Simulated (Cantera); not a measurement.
Mixture: 16.7 % H₂, 17.4 % O₂, 65.6 % N₂, 0.301 % NO, at 0.730 bar, adiabatic and at constant volume. Ignition delay is the time to a rise of 400 K.

Model: GRI-Mech 3.0 (53 species, 325 reactions), integrated in Cantera. The mechanism lacks 2 NO + O2 → 2 NO2 and HONO, so NO2 and the effect of NO are under-described below about 1400 K. Where the delays flatten at high temperature, the 400 K rule measures the pace of heat release, not the induction time.

Q: Predict: delay at 1275 K; delay at 1375 K; delay at 1475 K; delay at 1575 K; delay at 1675 K; delay at 1775 K; delay at 1875 K.

A: 
```
Quantity           Value
---------------  -------
delay at 1275 K  48.9 µs
delay at 1375 K  37.1 µs
delay at 1475 K  31.8 µs
delay at 1575 K  30.2 µs
delay at 1675 K  31.0 µs
delay at 1775 K  33.7 µs
delay at 1875 K  37.8 µs
```
